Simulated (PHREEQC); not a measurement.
Spent oxide etchant (model solution)

Solution (25 °C): 0.091 mol/kgw HF and 0.00043 mol/kgw (NH4)2SiF6. Closed to the air; pH follows from the charge balance.

Equilibrium calculation in PHREEQC: ion-association model, wateq4f.dat.

| Quantity | Value |
|---|---|
| pH | 2.14 |
| ionic strength | 0.00914 mol/kgw |
| total alkalinity | -92.7 meq/kg |

| species | molality | activity | log γ |
|---|---|---|---|
| HF | 0.0617 | 0.0619 | 0.001 |
| H2F2 | 0.00995 | 0.00997 | 0.001 |
| H+ | 0.00785 | 0.00719 | -0.038 |
| F- | 0.00634 | 0.00573 | -0.044 |
| HF2- | 0.00151 | 0.00136 | -0.044 |
| NH4+ | 0.000860 | 0.000779 | -0.043 |
| SiF6-2 | 0.000430 | 0.000292 | -0.169 |

This is a speciation only: nothing precipitates in the calculation. wateq4f.dat counts part of the HF as a dimer, H2F2, which phreeqc.dat doesn't know; its constant is uncertain. SiF6-2 is the database's only silicon fluoride.
